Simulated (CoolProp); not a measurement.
Vapour-liquid equilibrium of ethanol (1) + dimethyl carbonate (2) at 0.808 MPa; x and y are mole fractions of (1).

Computed with CoolProp (multi-fluid Helmholtz-energy mixture model, Schroeder 2014 and Zhou 2011; pair parameters Bell 2016).

```json
[
 {"x": "0.05", "bubble temperature (K)": "439.3", "y at the bubble point": "0.150", "dew temperature at overall composition x (K)": "443.7", "liquid density (mol/L)": "9.599"},
 {"x": "0.125", "bubble temperature (K)": "432.2", "y at the bubble point": "0.305", "dew temperature at overall composition x (K)": "440.4", "liquid density (mol/L)": "9.906"},
 {"x": "0.2", "bubble temperature (K)": "427.3", "y at the bubble point": "0.412", "dew temperature at overall composition x (K)": "437.1", "liquid density (mol/L)": "10.20"},
 {"x": "0.275", "bubble temperature (K)": "423.7", "y at the bubble point": "0.490", "dew temperature at overall composition x (K)": "433.6", "liquid density (mol/L)": "10.48"},
 {"x": "0.35", "bubble temperature (K)": "421.1", "y at the bubble point": "0.551", "dew temperature at overall composition x (K)": "430.2", "liquid density (mol/L)": "10.77"},
 {"x": "0.425", "bubble temperature (K)": "419.2", "y at the bubble point": "0.601", "dew temperature at overall composition x (K)": "426.7", "liquid density (mol/L)": "11.08"},
 {"x": "0.5", "bubble temperature (K)": "417.7", "y at the bubble point": "0.645", "dew temperature at overall composition x (K)": "423.3", "liquid density (mol/L)": "11.41"},
 {"x": "0.575", "bubble temperature (K)": "416.6", "y at the bubble point": "0.685", "dew temperature at overall composition x (K)": "420.2", "liquid density (mol/L)": "11.76"},
 {"x": "0.65", "bubble temperature (K)": "415.8", "y at the bubble point": "0.725", "dew temperature at overall composition x (K)": "417.6", "liquid density (mol/L)": "12.13"},
 {"x": "0.725", "bubble temperature (K)": "415.2", "y at the bubble point": "0.767", "dew temperature at overall composition x (K)": "415.8", "liquid density (mol/L)": "12.54"},
 {"x": "0.8", "bubble temperature (K)": "414.8", "y at the bubble point": "0.814", "dew temperature at overall composition x (K)": "414.9", "liquid density (mol/L)": "12.99"},
 {"x": "0.875", "bubble temperature (K)": "414.8", "y at the bubble point": "0.870", "dew temperature at overall composition x (K)": "414.8", "liquid density (mol/L)": "13.46"},
 {"x": "0.95", "bubble temperature (K)": "415.1", "y at the bubble point": "0.941", "dew temperature at overall composition x (K)": "415.2", "liquid density (mol/L)": "13.98"}
]
```

y crosses x between x = 0.8 and 0.875: the model has an azeotrope there.

Pair parameters are fitted to limited data, so mixtures are less certain than the pure fluids.
